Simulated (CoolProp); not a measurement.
n-perfluorohexane along the isotherm 176.85 °C: density (kg/m³) from the reference equation and from simpler models built on Tc = 174.9 °C, pc = 1.742 MPa, ω = 0.497; each cubic takes its own stable root.

Computed with CoolProp (reference Helmholtz-energy equation of state, Gao 2022).

```
p (MPa)          phase  reference  ideal gas  van der Waals  Redlich-Kwong  Soave-Redlich-Kwong  Peng-Robinson
-------  -------------  ---------  ---------  -------------  -------------  -------------------  -------------
0.0138             gas      1.250      1.247          1.250          1.250                1.250          1.251
0.0208             gas      1.887      1.879          1.886          1.887                1.887          1.888
0.0313             gas      2.846      2.828          2.843          2.845                2.845          2.847
0.0473             gas      4.314      4.274          4.308          4.313                4.313          4.318
0.0713             gas      6.535      6.442          6.521          6.533                6.532          6.543
0.108              gas      9.974      9.758          9.942          9.968                9.968          9.992
0.162              gas      15.13      14.64          15.06          15.12                15.12          15.17
0.245              gas      23.31      22.14          23.13          23.27                23.27          23.40
0.369              gas      36.13      33.34          35.69          36.03                36.02          36.33
0.557              gas      57.22      50.32          56.08          56.94                56.90          57.67
0.841              gas      94.11      75.98          90.90          93.15                93.04          95.04
1.27               gas      170.4      114.7          159.1          166.0                165.5          171.5
1.91     supercritical      850.5      172.6          562.9          648.1                631.9          692.0
2.89     supercritical       1057      261.1          696.1          842.7                837.7          928.7
4.35     supercritical       1147      393.0          769.7          953.2                950.0           1056
```
